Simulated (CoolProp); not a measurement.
Values from CoolProp's reference Helmholtz-energy equation of state, McLinden 2020.

**Question.** Give the vapour pressure (MPa), liquid density (kg/m³), enthalpy of vaporisation (kJ/kg) of saturated R1336mzz(Z) at 120.05 °C.

**Answer.** 
```json
[
 {"T (°C)": "120.05", "p (MPa)": "1.10", "liquid density (kg/m³)": "1060", "enthalpy of vaporisation (kJ/kg)": "112"}
]
```
